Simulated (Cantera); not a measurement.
Cantera run:

```python
import numpy as np
import cantera as ct

gas_names = [...]  # 123 gases of nasa_gas.yaml made of C, H, O, Si
cond_names = """
    C(gr) C6H6(L) C7H8(L) C8H18(L),n-octa H2O(s) H2O(L) Si(cr) Si(L) SiC(b) SiO2(Lqz) SiO2(hqz) SiO2(L)
""".split()


# ... load() reads the species with a 1 bar reference pressure and builds the phases ...
atoms = {
    'SiC': {'Si': 1, 'C': 1},
    'H2O': {'H': 2, 'O': 1},
    'H2': {'H': 2},
}
top_T = {'C(gr)': 4500, 'SiC(b)': 3050}  # K; cautious upper limits of use, not melting points


# ... equilibrate(T, P, feed) seeds the gas with the atoms and calls Mixture.equilibrate('TP', solver="vcs", rtol=1e-11, max_steps=5000) ...
results = []
feed = {'SiC': 1, 'H2O': 0.11, 'H2': 23}  # mol
T = 1900  # K
for P in [0.1, 0.6, 3.6, 22, 130, 770, 4600, 28000, 170000, 1000000]:
    mix = equilibrate(T, P, feed)
    results.append((T, P, feed, dict(zip(mix.species_names, mix.species_moles))))

top = {s: max(r[3][s] / sum(r[3][g] for g in gas_names) for r in results) for s in gas_names}
cols = sorted((s for s in top if top[s] > 1e-06), key=lambda s: -top[s])[:5]
seen = [c for c in cond_names if any(r[3].get(c, 0) > 1e-12 for r in results)]
print("log10 of partial pressures in bar; condensed amounts in mol")
print(f"{'P/Pa':>10s}" + "".join(f"{s[:9]:>10s}" for s in cols + seen))
for T, P, feed, n in results:
    ng = sum(n[g] for g in gas_names)
    print(f"{P:10.4g}" + "".join(f"{np.log10(max(n[s] / ng * P / 1e5, 1e-99)):10.3f}" for s in cols)
          + "".join(f"{n.get(c, 0):10.4g}" for c in seen))
```

It prints:

```
log10 of partial pressures in bar; condensed amounts in mol
      P/Pa        H2         H        Si        CO       SiO     C(gr)    SiC(b)
       0.1    -6.357    -6.279    -7.529    -8.476   -11.812    0.8282         0
       0.6    -5.382    -5.792    -6.687    -7.629   -10.123    0.8196         0
       3.6    -4.510    -5.355    -6.329    -6.805    -8.942    0.2009    0.6511
        22    -3.685    -4.943    -6.017    -6.009    -7.520         0    0.8861
       130    -2.899    -4.550    -5.516    -5.333    -5.843         0    0.9145
       770    -2.120    -4.160    -5.325    -4.682    -4.810         0    0.9365
      4600    -1.341    -3.771    -5.275    -3.950    -3.978         0     0.943
   2.8e+04    -0.556    -3.378    -5.264    -3.176    -3.182         0    0.9442
   1.7e+05     0.228    -2.986    -5.256    -2.401    -2.391         0    0.9437
     1e+06     0.998    -2.602    -5.223    -1.669    -1.594         0      0.94
```

These are equilibrium values from Cantera (NASA tables, ideal gas, pure condensed phases), not measurements of a reactor. Gases not in the tables: Si2H6 and higher silanes.
